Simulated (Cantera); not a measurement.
## Low-pressure radical oxidation in H2/O2

A perfectly stirred reactor is fed with 1.28 % H2, 98.7 % O2, equivalence ratio 0.0065, at 0.0118 atm; it is held at 1275 K, and followed from long to short residence time.

Model: GRI-Mech 3.0 (53 species, 325 reactions), integrated in Cantera. Radical loss at walls, strong at low pressure, is not modelled.

```tsv
τ (s)	x H2	x O2	x OH	x H	x HO2
11	1.17e-5	0.986	0.000348	1.19e-5	1.91e-7
3.3	2.36e-5	0.985	0.000506	3.66e-5	2.99e-7
1.0	4.63e-5	0.983	0.000712	0.000101	4.35e-7
0.32	8.76e-5	0.981	0.000939	0.000225	5.76e-7
0.10	0.000175	0.978	0.00118	0.000405	7.07e-7
0.031	0.000394	0.977	0.00144	0.000589	8.32e-7
0.0097	0.000994	0.977	0.00181	0.000758	9.75e-7
```
x: mole fraction; the columns are a selection and need not sum to one.
